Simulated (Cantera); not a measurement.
Feed: 1 mol PbO, 0.85 mol H2, at 0.0770 bar.

These are equilibrium values from Cantera (NASA tables, ideal gas, pure condensed phases), not measurements of a reactor. Candidate condensed phases: H2O, Pb, PbO, PbO2, Pb3O4; 12 gas species. Each liquid is taken as pure. Mutual solubility and eutectic melting of coexisting phases are not modelled. Gases not in the tables: (PbO)n polymers. Equilibrium is a limit: real reactors are often held back by kinetics, nucleation or transport.

x: gas mole fraction; n: condensed amount in mol.

| T (K) | x H2O | x Pb | x PbO | x H2 | x Pb2 | n Pb(l) | n PbO(l) |
|---|---|---|---|---|---|---|---|
| 1225 | 0.986 | 0.0121 | 0.00147 | ? | 5.81e-7 | 0.839 | 0.149 |
| 1250 | 0.980 | 0.0174 | 0.00237 | ? | 1.06e-6 | 0.835 | 0.148 |
| 1275 | 0.971 | 0.0245 | 0.00377 | ? | 1.87e-6 | 0.828 | 0.147 |
| 1300 | 0.960 | 0.0341 | 0.00586 | ? | 3.24e-6 | 0.819 | 0.145 |
| 1325 | 0.944 | 0.0468 | 0.00896 | ? | 5.51e-6 | 0.807 | 0.142 |
| 1350 | 0.922 | 0.0635 | 0.0135 | 0.000553 | 9.15e-6 | 0.791 | 0.138 |
| 1375 | 0.894 | 0.0853 | 0.0199 | 0.000594 | 1.49e-5 | 0.768 | 0.132 |

Question: Fill in the missing entries.

Answer: 
- 1225, x H2: 0.000339
- 1250, x H2: 0.000379
- 1275, x H2: 0.000421
- 1300, x H2: 0.000465
- 1325, x H2: 0.000510
